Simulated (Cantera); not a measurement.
A perfectly stirred reactor is fed with 0.237 % CO, 0.988 % O2, 0.0109 % H2O, 98.8 % N2, at 9.87 atm; it is held at 1150 K, and followed from long to short residence time.

Computed with Cantera and GRI-Mech 3.0 (53 species, 325 reactions).

x: mole fraction; the columns are a selection and need not sum to one.

```
τ (s)        x CO     x O2     x H2O       x CO2       x HO2       x N2O
-------  --------  -------  --------  ----------  ----------  ----------
14       0.000253  0.00883  0.000109     0.00212     1.90e-7     1.43e-6
3.1      0.000789  0.00909  0.000108     0.00158     3.08e-7     1.65e-6
0.66      0.00163  0.00951  0.000108    0.000739     3.86e-7     1.02e-6
0.14      0.00217  0.00978  0.000108    0.000197     3.86e-7     3.11e-7
0.031     0.00234  0.00986  0.000108  (withheld)  (withheld)  (withheld)
0.0067    0.00237  0.00988  0.000109     3.79e-7     1.34e-8     1.19e-9
0.0014    0.00237  0.00988  0.000109  (withheld)    9.79e-10    8.64e-11
0.00031   0.00237  0.00988  0.000109     2.16e-9    8.34e-11    7.72e-12
```

Question: Complete the blanks.

Answer: 
- 0.031, x CO2: 3.24e-5
- 0.031, x HO2: 2.78e-7
- 0.031, x N2O: 5.81e-8
- 0.0014, x CO2: 1.69e-8
